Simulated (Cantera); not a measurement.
A diamond (100) surface in a fixed gas of H2 with x(CH4) = 0.014, x(H) = 0.036, x(CH3) = 4e-05, 0.257 atm; coverages are run to steady state.

Detailed kinetics in Cantera: the Harris–Goodwin 1993 mechanism for the reconstructed diamond (100) surface.

θ: site fractions in the mechanism's names (c6HH fully hydrogenated, c6H* and c6*H radical sites, c6** diradical, c6HM methylated).

```
T (K)  growth (µm/h)  θ c6HH  θ c6H*  θ c6*H   θ c6**    θ c6HM
-----  -------------  ------  ------  ------  -------  --------
900             3.30   0.691  0.0122   0.291  0.00457  0.000945
950             4.38   0.643  0.0160   0.334  0.00695  0.000758
1000            5.60   0.596  0.0202   0.373   0.0101  0.000614
1050            6.92   0.552  0.0249   0.409   0.0141  0.000501
1100            8.31   0.510  0.0299   0.440   0.0190  0.000411
1150            9.67   0.472  0.0351   0.467   0.0248  0.000338
1200            10.8   0.437  0.0405   0.490   0.0316  0.000273
1250            11.4   0.405       ?   0.509        ?         ?
1300            11.1   0.376  0.0512   0.525   0.0478  0.000153
1350            9.84   0.349  0.0565   0.537   0.0572   9.91e-5
1400               ?   0.325       ?   0.546        ?         ?
```

Task: Fill in the missing entries.

Result: 
- 1250, θ c6H*: 0.0459
- 1250, θ c6**: 0.0392
- 1250, θ c6HM: 0.000212
- 1400, growth (µm/h): 8.19
- 1400, θ c6H*: 0.0616
- 1400, θ c6**: 0.0673
- 1400, θ c6HM: 5.70e-5
